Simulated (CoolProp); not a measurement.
Saturation properties of CH2F2 (R32) (Tc = 351.3 K, pc = 57.83 bar, ω = 0.277).

Values from CoolProp's reference Helmholtz-energy equation of state, Tillner-Roth 1997.

| T (K) | p (bar) | vapour density (kg/m³) | enthalpy of vaporisation (kJ/kg) | vapour viscosity (µPa s) |
|---|---|---|---|---|
| 241 | 2.500 | 7.013 | 359.5 | 10.8 |
| 255.7 | 4.463 | 12.23 | 340.6 | 11.5 |
| 270.5 | 7.463 | 20.27 | 319.4 | 12.2 |
| 285.2 | 11.76 | 32.19 | 295.4 | 13.0 |
| 300 | 17.75 | 49.97 | 267.1 | 13.9 |
| 314.8 | 25.80 | 76.89 | 232.9 | 15.0 |
| 329.5 | 36.28 | 120.0 | 189.0 | 16.7 |
| 344.3 | 49.97 | 207.2 | 120.5 | 20.6 |

It boils at 221.5 K under 1 atm.

Viscosity comes from a separate model (Bell 2016), an estimate that may be off by 10 % or more.
